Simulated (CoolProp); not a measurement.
Properties of m-xylene along the isotherm 346.85 °C (Tc = 343.7 °C, pc = 3.535 MPa, ω = 0.326).

Model: reference Helmholtz-energy equation of state, Zhou 2012, in CoolProp.

```json
[
 {"p (MPa)": "0.0168", "phase": "gas", "speed of sound (m/s)": "224.0", "isothermal compressibility (1/MPa)": "59.63"},
 {"p (MPa)": "0.0318", "phase": "gas", "speed of sound (m/s)": "223.7", "isothermal compressibility (1/MPa)": "31.55"},
 {"p (MPa)": "0.0603", "phase": "gas", "speed of sound (m/s)": "223.1", "isothermal compressibility (1/MPa)": "16.69"},
 {"p (MPa)": "0.114", "phase": "gas", "speed of sound (m/s)": "221.9", "isothermal compressibility (1/MPa)": "8.876"},
 {"p (MPa)": "0.217", "phase": "gas", "speed of sound (m/s)": "219.7", "isothermal compressibility (1/MPa)": "4.715"},
 {"p (MPa)": "0.411", "phase": "gas", "speed of sound (m/s)": "215.4", "isothermal compressibility (1/MPa)": "2.545"},
 {"p (MPa)": "0.778", "phase": "gas", "speed of sound (m/s)": "206.9", "isothermal compressibility (1/MPa)": "1.408"},
 {"p (MPa)": "1.48", "phase": "gas", "speed of sound (m/s)": "188.6", "isothermal compressibility (1/MPa)": "0.8291"},
 {"p (MPa)": "2.8", "phase": "gas", "speed of sound (m/s)": "142.8", "isothermal compressibility (1/MPa)": "0.6699"},
 {"p (MPa)": "5.3", "phase": "supercritical", "speed of sound (m/s)": "236.4", "isothermal compressibility (1/MPa)": "0.05731"}
]
```
